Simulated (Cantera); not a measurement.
A Cantera script and what it prints.

```python
import numpy as np
import cantera as ct

gas_names = """
    O3
""".split()
cond_names = """
    V(cr) V(L) V2O5(s) V2O5(L)
""".split()


def load(file, names, dense=False):
    # The tables refer to 1 bar. Condensed volumes are neglected.
    table = {s.name: s for s in ct.Species.list_from_file(file)}
    out = []
    for n in names:
        d = dict(table[n].input_data)
        d["thermo"] = dict(d["thermo"], **{"reference-pressure": 1e5})
        if dense:
            d["equation-of-state"] = {"model": "constant-volume", "density": "1e6 g/cm^3"}
        out.append(ct.Species.from_dict(d))
    return out


species = {s.name: s for s in load("nasa_gas.yaml", gas_names) + load("nasa_condensed.yaml", cond_names)}
# Each term lists the table entries of one substance; the one whose range holds T is used.
reactions = {
    '6 V + 5 O3(g) = 3 V2O5':
        [(-6, ['V(cr)', 'V(L)']), (-5, ['O3']), (3, ['V2O5(s)', 'V2O5(L)'])],
}


def pick(names, T):
    return next(species[n] for n in names if species[n].thermo.min_temp <= T <= species[n].thermo.max_temp)


results = []
for label, terms in reactions.items():
    print(label)
    print("     T/K   dH/kJ  dS/(J/K)   dG/kJ   log10 K")
    for T in [848, 998, 1148, 1298, 1448, 1598]:
        used = [(nu, pick(names, T)) for nu, names in terms]
        dH = sum(nu * s.thermo.h(T) for nu, s in used) / 1e6
        dS = sum(nu * s.thermo.s(T) for nu, s in used) / 1e3
        dG = dH - T * dS / 1e3
        logK = -dG * 1e6 / (ct.gas_constant * T * np.log(10))
        results.append((label, T, dH, dS, dG, logK, [s.name for _, s in used]))
        print(f"{T:8g} {dH:8.1f} {dS:8.1f} {dG:8.1f} {logK:8.2f}")
```

Output:

```
6 V + 5 O3(g) = 3 V2O5
     T/K   dH/kJ  dS/(J/K)   dG/kJ   log10 K
     848  -5315.3   -893.7  -4557.4   280.72
     998  -5106.8   -672.3  -4435.8   232.16
    1148  -5090.4   -657.0  -4336.2   197.29
    1298  -5075.3   -644.6  -4238.6   170.57
    1448  -5062.4   -635.2  -4142.6   149.44
    1598  -5052.4   -628.6  -4047.9   132.31
```

Source: NASA polynomial tables (part measured, part estimated), evaluated in Cantera. Condensed species are held in their standard states even where they would react or evaporate.
